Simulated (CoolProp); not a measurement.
The fluid at 346.65 K and 0.0978 MPa is compressed adiabatically to 0.231 MPa with isentropic efficiency 0.8. The same conditions are run with several fluids, on thermodynamics alone (safety and materials aside).

Model: reference Helmholtz-energy equation of state of each fluid (n-perfluoropentane: Gao 2022; neopentane: Lemmon 2006; oxygen: Schmidt 1985; R114: Platzer 1990; isobutene: Lemmon 2005), in CoolProp. The equations of Platzer and Polt are older, rougher fits.

```csv
fluid,work (kJ/kg),final temperature (K),final density (kg/m³)
n-perfluoropentane,10.4,360.0,23.9
neopentane,[?],369.8,5.66
oxygen,[?],462.7,1.92
R114,18.2,[?],13.2
isobutene,56.0,378.4,[?]
```

Task: Some entries are withheld; supply them.

Result: 
- neopentane, work (kJ/kg): 42.7
- oxygen, work (kJ/kg): 109
- R114, final temperature (K): 372.1
- isobutene, final density (kg/m³): 4.24

Above 300 K oxygen's equation is extrapolated.
